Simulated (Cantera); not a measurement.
Source: NASA polynomial tables (part measured, part estimated), evaluated in Cantera. Values are per mole of reaction as written; species without (g) are pure solids or liquids, kept so even where they would boil at 1 bar.

### Question
Between 475 and 850 K, where is each reaction favourable under standard conditions?
- 0.6667 Ti + Cl2(g) → 0.6667 TiCl3
- 2 Na + Cl2(g) → 2 NaCl(g)
- Mg + Cl2(g) → MgCl2(g)

### Answer
- 0.6667 Ti + Cl2(g) → 0.6667 TiCl3: ΔG° is -410 kJ at 475 K and -358 kJ at 850 K; it stays negative (K > 1). ΔH° is -474 kJ and ΔS° -137 J/K at 850 K.
- 2 Na + Cl2(g) → 2 NaCl(g): ΔG° is -424 kJ at 475 K and -462 kJ at 850 K; it stays negative (K > 1). ΔH° is -380 kJ and ΔS° 97 J/K at 850 K.
- Mg + Cl2(g) → MgCl2(g): ΔG° is -403 kJ at 475 K and -410 kJ at 850 K; it stays negative (K > 1). ΔH° is -395 kJ and ΔS° 18 J/K at 850 K.
